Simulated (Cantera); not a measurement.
An adiabatic, constant-volume homogeneous reactor starts with CH3OH : O2 : N2 = 1 : 4.69 : 51.6 (molar parts), equivalence ratio 0.32, at 1098 K and 1.01 bar. Integrator tolerance rtol = 1e-08.

Model: GRI-Mech 3.0 (53 species, 325 reactions), integrated in Cantera. GRI-Mech 3.0 was tuned for natural gas; its chemistry of methanol as a main component is partial and can be far from experiment.

**Question.** What does this change do: initial temperature 1098 to 1700 K?

**Answer.** 
| quantity | before | after |
|---|---|---|
| time of steepest temperature rise | 0.101 s | 97.5 µs |
| temperature at 2.00 s | 1537 K | 2089 K |
| equilibrium temperature | 1535 K | 2088 K |
| x(CH3OH) at 2.00 s | <1e-12 (gas-phase equilibrium <1e-12) | <1e-12 (gas-phase equilibrium <1e-12) |
| x(O2) at 2.00 s | 0.0552 (gas-phase equilibrium 0.0548) | 0.0525 (gas-phase equilibrium 0.0523) |
| x(CH2) at 2.00 s | <1e-12 (gas-phase equilibrium <1e-12) | <1e-12 (gas-phase equilibrium <1e-12) |
| x(C2H6) at 2.00 s | <1e-12 (gas-phase equilibrium <1e-12) | <1e-12 (gas-phase equilibrium <1e-12) |
| x(CO) at 2.00 s | 5.22e-7 (gas-phase equilibrium 5.05e-7) | 0.000180 (gas-phase equilibrium 0.000179) |
| x(NO2) at 2.00 s | 3.56e-9 (gas-phase equilibrium 2.32e-6) | 4.03e-6 (gas-phase equilibrium 4.30e-6) |
| x(CH4) at 2.00 s | <1e-12 (gas-phase equilibrium <1e-12) | <1e-12 (gas-phase equilibrium <1e-12) |
